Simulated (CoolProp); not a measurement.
Saturated liquid density (kg/m³) of R141b: the reference equation beside estimates from Tc = 204.4 °C, pc = 42.12 bar, ω = 0.220.

Values from CoolProp's reference Helmholtz-energy equation of state, Lemmon 2006. It is a short technical equation, of lower accuracy than the large ones.

| T (°C) | reference | van der Waals | Soave-Redlich-Kwong |
|---|---|---|---|
| 104.25 | 1062 | 646.8 | 954.5 |
| 113.35 | (withheld) | 632.0 | (withheld) |
| 122.35 | (withheld) | 616.7 | 900.1 |
| 131.45 | (withheld) | 600.3 | 869.9 |
| 140.45 | 961.2 | (withheld) | 837.8 |
| 149.55 | 931.5 | 564.0 | 802.5 |
| 158.55 | (withheld) | 543.7 | 764.3 |
| 167.65 | 863.4 | (withheld) | 721.5 |
| 176.75 | 822.2 | 495.3 | 672.8 |
| 185.75 | 773.1 | 465.3 | (withheld) |
| 194.85 | 706.2 | 426.3 | 543.4 |

### Question
What belongs in the gaps?

### Answer

- 113.35, reference: 1039
- 113.35, Soave-Redlich-Kwong: 928.1
- 122.35, reference: 1014
- 131.45, reference: 988.5
- 140.45, van der Waals: 582.9
- 158.55, reference: 899.4
- 167.65, van der Waals: 521.0
- 185.75, Soave-Redlich-Kwong: 616.2

Absolute difference from the reference over all 11 rows, mean and median: van der Waals 39.4 and 39.5 %, Soave-Redlich-Kwong 14.9 and 13.8 %.
